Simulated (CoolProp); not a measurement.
Vapour-liquid equilibrium of dimethyl ether (1) + R236FA (2) at 0.00189 MPa; x and y are mole fractions of (1).

Model: multi-fluid Helmholtz-energy mixture model, Wu 2011 and Pan 2012; pair parameters Bell 2016, in CoolProp.

Question: Give the bubble temperature and the first vapour's composition at x = 0.275, 0.35, 0.8. Is there an azeotrope?

Answer: x = 0.275: 201.0 K, y = 0.500; x = 0.35: 199.4 K, y = 0.635; x = 0.8: 187.3 K, y = 0.985. No azeotrope shows between x = 0.05 and 0.95.

The pair parameters rest on a limited set of measurements; away from them the model extrapolates.
